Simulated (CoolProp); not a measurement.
Values from CoolProp's reference Helmholtz-energy equation of state, Akasaka 2020.

Problem. For R1123, give the phase and the Z, cv (kJ/(kg K)) at 319.9 K and 14.9 bar; 355.5 K and 14.9 bar; 480 K and 14.9 bar.

Solution. 
- 319.9 K and 14.9 bar: gas; Z 0.857, cv 0.819
- 355.5 K and 14.9 bar: gas; Z 0.905, cv 0.855
- 480 K and 14.9 bar: gas; Z 0.972, cv 0.996
